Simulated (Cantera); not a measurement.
An isothermal, constant-pressure homogeneous reactor starts with 21.3 % N2O, 78.7 % N2, at 1275 K and 170000 Pa.

Model: GRI-Mech 3.0 (53 species, 325 reactions), integrated in Cantera. GRI-Mech 3.0 was tuned for natural gas; its chemistry of N2O as a main component is partial and can be far from experiment. The mechanism lacks the step 2 NO + O2 → 2 NO2, which can matter for NO2 below about 1400 K. The temperature is held fixed by assumption; the heat of reaction is taken as removed at once.

Question: Predict: x(N2O) at 7.00 s; x(N2) at 7.00 s; x(O2) at 7.00 s; x(NO) at 7.00 s; x(NO2) at 7.00 s; x(O) at 7.00 s.

Answer: 
```
Property                                            Result
----------------  ----------------------------------------
x(N2O) at 7.00 s   3.45e-7 (gas-phase equilibrium 2.29e-8)
x(N2) at 7.00 s        0.895 (gas-phase equilibrium 0.904)
x(O2) at 7.00 s      0.0872 (gas-phase equilibrium 0.0960)
x(NO) at 7.00 s    0.0176 (gas-phase equilibrium 0.000244)
x(NO2) at 7.00 s  0.000177 (gas-phase equilibrium 2.58e-6)
x(O) at 7.00 s     2.55e-8 (gas-phase equilibrium 2.67e-8)
```
